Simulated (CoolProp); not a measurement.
Vapour-liquid equilibrium of n-perfluoropentane (1) + n-pentane (2) at 72.25 °C; x and y are mole fractions of (1).

Computed with CoolProp (multi-fluid Helmholtz-energy mixture model, Gao 2022 and Thol 2019; pair parameters Bell 2016).

```tsv
x	bubble pressure (MPa)	y at the bubble point	dew pressure at overall composition x (MPa)	liquid density (mol/L)
0.05	___	0.224	0.3162	7.654
0.2	___	0.428	0.3701	6.958
0.35	0.5073	___	0.4405	6.380
0.5	0.5148	___	0.5115	5.915
0.65	0.5107	0.583	0.4953	___
0.8	0.4838	0.690	0.4489	5.264
0.95	0.4197	0.894	___	5.034
```

Q: Complete the blanks.

A: 
- 0.05, bubble pressure (MPa): 0.3802
- 0.2, bubble pressure (MPa): 0.4821
- 0.35, y at the bubble point: 0.485
- 0.5, y at the bubble point: 0.524
- 0.65, liquid density (mol/L): 5.550
- 0.95, dew pressure at overall composition x (MPa): 0.4030

y crosses x between x = 0.5 and 0.65: the model has an azeotrope there.

Pair parameters are fitted to limited data, so mixtures are less certain than the pure fluids. With so large a gap from Raoult's law the liquid may split in two, which this calculation doesn't test in full.
